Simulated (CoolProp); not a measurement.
Properties of n-perfluorohexane along the isotherm 176.85 °C.

Values from CoolProp's reference Helmholtz-energy equation of state, Gao 2022.

| p (MPa) | phase | density (kg/m³) | cp (kJ/(kg K)) | isothermal compressibility (1/MPa) | fugacity coefficient |
|---|---|---|---|---|---|
| 0.237 | gas | 22.51 | 1.018 | 4.443 | 0.9534 |
| 0.475 | gas | 47.75 | 1.032 | 2.362 | 0.9071 |
| 0.712 | gas | 76.46 | 1.052 | 1.708 | 0.8615 |
| 0.95 | gas | 110.5 | 1.083 | 1.425 | 0.8159 |
| 1.19 | gas | 153.2 | 1.139 | 1.328 | 0.7697 |
| 1.42 | gas | 209.1 | 1.256 | 1.414 | 0.7249 |
| 1.66 | gas | 311.0 | 1.750 | 2.122 | 0.6763 |
| 1.9 | supercritical | 842.3 | 2.612 | 1.022 | 0.6185 |
| 2.14 | supercritical | 947.9 | 1.689 | 0.2754 | 0.5625 |
| 2.37 | supercritical | 994.8 | 1.521 | 0.1640 | 0.5189 |
| 2.61 | supercritical | 1028 | 1.439 | 0.1160 | 0.4813 |

The peak of cp marks the crossing from liquid-like to gas-like fluid above the critical point.
